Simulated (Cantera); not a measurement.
Cantera run, input and output.

```python
import numpy as np
import cantera as ct

gas = ct.Solution("gri30.yaml")
gas.TPX = 450, 13332, {'CO': 1, 'H2': 0.12, 'CH4': 0.033, 'O2': 0.569, 'N2': 1.54, 'CO2': 0.034}
flame = ct.FreeFlame(gas, width=0.16)
flame.set_refine_criteria(ratio=3, slope=0.08, curve=0.16)
flame.transport_model = "mixture-averaged"
flame.solve(loglevel=0, auto=True)
z, T = flame.grid, flame.T
thick = (T[-1] - T[0]) / np.gradient(T, z).max()
show = ['CO', 'H2', 'CH4', 'CH2O', 'C2H6', 'NO2']
print(f"laminar burning velocity  {flame.velocity[0] * 100:.3f} cm/s")
print(f"burnt temperature         {T[-1]:.1f} K")
print(f"thermal thickness         {thick * 1e3:.4f} mm")
print(f"grid points               {len(z)}")
z0 = z[flame.heat_release_rate.argmax()]
print(f"{'z/mm':>9s}{'T/K':>9s}{'u/(m/s)':>9s}" + "".join(f"{s:>11s}" for s in show))
rows = []
for k in (-3, -2, -1.5, -1, -0.5, -0.25, 0, 0.25, 0.5, 1, 2, 4, 8):
    zz = z0 + k * thick
    rows.append([k * thick, np.interp(zz, z, T), np.interp(zz, z, flame.velocity),
                 *(np.interp(zz, z, flame.X[gas.species_index(s)]) for s in show)])
    print(f"{rows[-1][0] * 1e3:9.3f}{rows[-1][1]:9.1f}{rows[-1][2]:9.3f}" + "".join(f"{x:11.3e}" for x in rows[-1][3:]))
```

Output:

```
laminar burning velocity  178.640 cm/s
burnt temperature         2441.4 K
thermal thickness         5.7133 mm
grid points               185
     z/mm      T/K  u/(m/s)         CO         H2        CH4       CH2O       C2H6        NO2
  -17.140    450.0    1.786  3.034e-01  3.641e-02  1.001e-02 -1.492e-13 -7.783e-15 -9.107e-17
  -11.427    450.0    1.786  3.034e-01  3.641e-02  1.001e-02 -1.421e-13 -7.769e-15 -9.107e-17
   -8.570    450.0    1.786  3.034e-01  3.641e-02  1.001e-02  3.022e-14 -7.404e-15 -9.095e-17
   -5.713    450.0    1.786  3.034e-01  3.639e-02  1.001e-02  6.417e-11  1.811e-13 -5.452e-17
   -2.857    457.6    1.816  3.032e-01  3.595e-02  1.001e-02  8.117e-07  1.367e-08  5.788e-13
   -1.428    630.0    2.492  2.954e-01  3.281e-02  9.683e-03  9.049e-06  4.532e-07  2.960e-12
    0.000   1070.8    4.217  2.669e-01  1.945e-02  2.438e-03  6.304e-05  1.977e-07  1.924e-11
    1.428   1335.3    5.178  2.090e-01  6.654e-03  4.198e-06  2.893e-07  3.996e-13  1.264e-10
    2.857   1467.9    5.603  1.710e-01  6.111e-03  1.745e-09  2.602e-10  2.987e-19  2.589e-10
    5.713   1603.0    6.029  1.503e-01  6.969e-03  3.040e-15  4.719e-11 -1.826e-27  4.844e-10
   11.427   1739.5    6.477  1.495e-01  7.191e-03  2.090e-17  2.968e-11 -7.630e-29  8.646e-10
   22.853   1891.6    6.964  1.475e-01  6.852e-03  5.074e-18  2.379e-11 -1.324e-29  1.518e-09
   45.706   2050.5    7.457  1.411e-01  6.134e-03  2.105e-18  2.259e-11 -2.201e-30  3.515e-09
```

Model: GRI-Mech 3.0 (53 species, 325 reactions), integrated in Cantera. Burning velocities carry a grid error of a few per cent, more on coarse grids.
